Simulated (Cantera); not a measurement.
Cantera run:

```python
import numpy as np
import cantera as ct

gas_names = """
    H HNO HNO2 HNO3 HO2 H2 H2O H2O2 N NH NH2 NH3 NH2OH NO NO2 NO3 N2 N2H2 N2H4 N2O O OH O2 O3 Pb PbO Pb2
""".split()
cond_names = """
    H2O(s) H2O(L) Pb(cr) Pb(L) PbO(rd) PbO(yw) PbO(L) PbO2(s) Pb3O4(s)
""".split()


# ... load() reads the species with a 1 bar reference pressure and builds the phases ...
atoms = {
    'PbO': {'Pb': 1, 'O': 1},
    'H2': {'H': 2},
    'N2': {'N': 2},
}
top_T = {'Pb3O4(s)': 820}  # K; cautious upper limits of use, not melting points


# ... equilibrate(T, P, feed) seeds the gas with the atoms and calls Mixture.equilibrate('TP', solver="vcs", rtol=1e-11, max_steps=5000) ...
results = []
feed = {'PbO': 1, 'H2': 0.5, 'N2': 46}  # mol
P = 260000  # Pa
for T in [948, 998, 1048, 1098, 1148, 1198, 1248]:
    mix = equilibrate(T, P, feed)
    results.append((T, P, feed, dict(zip(mix.species_names, mix.species_moles))))

top = {s: max(r[3][s] / sum(r[3][g] for g in gas_names) for r in results) for s in gas_names}
cols = sorted((s for s in top if top[s] > 0.001), key=lambda s: -top[s])[:7]
seen = [c for c in cond_names if any(r[3].get(c, 0) > 1e-12 for r in results)]
print("log10 of partial pressures in bar; condensed amounts in mol")
print(f"{'T/K':>10s}" + "".join(f"{s[:9]:>10s}" for s in cols + seen))
for T, P, feed, n in results:
    ng = sum(n[g] for g in gas_names)
    print(f"{T:10.4g}" + "".join(f"{np.log10(max(n[s] / ng * P / 1e5, 1e-99)):10.3f}" for s in cols)
          + "".join(f"{n.get(c, 0):10.4g}" for c in seen))
```

Output:

```
log10 of partial pressures in bar; condensed amounts in mol
       T/K        N2       H2O     Pb(L)   PbO(yw)    PbO(L)
       948     0.410    -1.554    0.4999    0.5001         0
       998     0.410    -1.554    0.4996    0.5001         0
      1048     0.410    -1.554    0.4991    0.5001         0
      1098     0.410    -1.554    0.4978       0.5         0
      1148     0.410    -1.554    0.4949    0.4997         0
      1198     0.410    -1.554    0.4887         0     0.499
      1248     0.410    -1.554    0.4765         0     0.497
```

These are equilibrium values from Cantera (NASA tables, ideal gas, pure condensed phases), not measurements of a reactor. Each liquid is taken as pure. Mutual solubility and eutectic melting of coexisting phases are not modelled. Gases not in the tables: (PbO)n polymers.
